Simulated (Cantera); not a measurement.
Input: 1 mol SiF4, 5.1 mol NO, 6.2 mol H2, equilibrated at 11.0 Pa.

Method: chemical equilibrium by Gibbs-energy minimisation in Cantera with the NASA 1993 tables (ideal gas, pure condensed phases). Candidate condensed phases: H2O, Si, SiO2, Si2N2O, Si3N4; 58 gas species. The tables hold silica as quartz up to 1696 K and as liquid above; real silica turns to tridymite and cristobalite and melts near 1996 K. Rates play no part.

Question: Which condensed phases are stable at each of these points (T (K)): 823, 973, 1123, 1273, 1423, 1573, 1723, 1873?

Answer: 
```csv
T (K),condensed phases,Si condensed (%)
823,SiO2(α-quartz),98.2
973,SiO2(β-quartz),99.8
1123,SiO2(β-quartz),100.0
1273,SiO2(β-quartz),100.0
1423,SiO2(β-quartz),100.0
1573,SiO2(β-quartz),100.0
1723,SiO2(condensed),98.5
1873,SiO2(condensed),76.9
```

At 823 K the condensed part is SiO2(α-quartz). From 973 K to 1573 K the condensed part is SiO2(β-quartz). From 1723 K to 1873 K the condensed part is SiO2(condensed).
